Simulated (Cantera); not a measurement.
Charge: 1 mol Na2SO4, 2 mol O2, 0.036 mol CH4, held at 1.13 Torr.

Method: chemical equilibrium by Gibbs-energy minimisation in Cantera with the NASA 1993 tables (ideal gas, pure condensed phases). Candidate condensed phases: C, C6H6, C7H8, C8H18, H2O, H2SO4, Na, NaOH, NaO2, Na2CO3, Na2O, Na2O2, Na2S, Na2SO4, S; 131 gas species. Rates play no part.

Q: Which condensed phases are stable at each of these points (T (K)): 923, 1073, 1223, 1373, 1523, 1673, 1823, 1973, 2123, 2273?

A: 
```
T (K)  condensed phases  Na condensed (%)
-----  ----------------  ----------------
923           Na2SO4(s)             100.0
1073          Na2SO4(s)             100.0
1223          Na2SO4(l)             100.0
1373          Na2SO4(l)              99.0
1523          Na2SO4(l)              85.5
1673           gas only               0.0
1823           gas only               0.0
1973           gas only               0.0
2123           gas only               0.0
2273           gas only               0.0
```

From 923 K to 1073 K the condensed part is Na2SO4(s). From 1223 K to 1523 K the condensed part is Na2SO4(l). From 1673 K to 2273 K nothing is condensed.
